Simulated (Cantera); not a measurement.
An adiabatic, constant-volume homogeneous reactor starts with CH4 : O2 : N2 : H2O = 1 : 3.51 : 13.2 : 0.4 (molar parts), equivalence ratio 0.57, at 1500 K and 1.01 bar. Integrator tolerance rtol = 1e-08.

Cantera simulation using GRI-Mech 3.0 (53 species, 325 reactions); the numbers are that mechanism's predictions, not measurements.

### Question
What does this change do: initial temperature 1500 to 975 K?

### Answer
```
quantity                                                              before                                      after
---------------------------------  -----------------------------------------  -----------------------------------------
time of steepest temperature rise                                   0.958 ms                                     1.28 s
temperature at 3.00 s                                                 2629 K                                     2351 K
equilibrium temperature                                               2629 K                                     2351 K
x(CH4) at 3.00 s                       <1e-12 (gas-phase equilibrium <1e-12)      <1e-12 (gas-phase equilibrium <1e-12)
x(O2) at 3.00 s                        0.0742 (gas-phase equilibrium 0.0742)      0.0773 (gas-phase equilibrium 0.0773)
x(H2O) at 3.00 s                         0.118 (gas-phase equilibrium 0.118)        0.128 (gas-phase equilibrium 0.128)
x(HCN) at 3.00 s                   4.88e-11 (gas-phase equilibrium 4.88e-11)  1.57e-12 (gas-phase equilibrium 1.57e-12)
x(NO2) at 3.00 s                     1.01e-5 (gas-phase equilibrium 1.01e-5)    1.01e-5 (gas-phase equilibrium 1.01e-5)
x(HCO) at 3.00 s                     3.61e-9 (gas-phase equilibrium 3.61e-9)  1.98e-10 (gas-phase equilibrium 1.98e-10)
```
Below about 1000 K GRI-Mech 3.0 lacks low-temperature oxidation paths.

### Question
What does this change do: N2 13.2 to 22 parts?

### Answer
| quantity | before | after |
|---|---|---|
| time of steepest temperature rise | 0.958 ms | 1.42 ms |
| temperature at 3.00 s | 2629 K | 2394 K |
| equilibrium temperature | 2629 K | 2394 K |
| x(CH4) at 3.00 s | <1e-12 (gas-phase equilibrium <1e-12) | <1e-12 (gas-phase equilibrium <1e-12) |
| x(O2) at 3.00 s | 0.0742 (gas-phase equilibrium 0.0742) | 0.0508 (gas-phase equilibrium 0.0508) |
| x(H2O) at 3.00 s | 0.118 (gas-phase equilibrium 0.118) | 0.0846 (gas-phase equilibrium 0.0846) |
| x(HCN) at 3.00 s | 4.88e-11 (gas-phase equilibrium 4.88e-11) | 3.00e-12 (gas-phase equilibrium 3.00e-12) |
| x(NO2) at 3.00 s | 1.01e-5 (gas-phase equilibrium 1.01e-5) | 5.91e-6 (gas-phase equilibrium 5.91e-6) |
| x(HCO) at 3.00 s | 3.61e-9 (gas-phase equilibrium 3.61e-9) | 2.65e-10 (gas-phase equilibrium 2.65e-10) |

### Question
What does this change do: initial temperature 1500 to 1650 K?

### Answer
```tsv
quantity	before	after
time of steepest temperature rise	0.958 ms	0.274 ms
temperature at 3.00 s	2629 K	2693 K
equilibrium temperature	2629 K	2693 K
x(CH4) at 3.00 s	<1e-12 (gas-phase equilibrium <1e-12)	<1e-12 (gas-phase equilibrium <1e-12)
x(O2) at 3.00 s	0.0742 (gas-phase equilibrium 0.0742)	0.0735 (gas-phase equilibrium 0.0735)
x(H2O) at 3.00 s	0.118 (gas-phase equilibrium 0.118)	0.115 (gas-phase equilibrium 0.115)
x(HCN) at 3.00 s	4.88e-11 (gas-phase equilibrium 4.88e-11)	9.35e-11 (gas-phase equilibrium 9.35e-11)
x(NO2) at 3.00 s	1.01e-5 (gas-phase equilibrium 1.01e-5)	1.00e-5 (gas-phase equilibrium 1.00e-5)
x(HCO) at 3.00 s	3.61e-9 (gas-phase equilibrium 3.61e-9)	6.20e-9 (gas-phase equilibrium 6.20e-9)
```
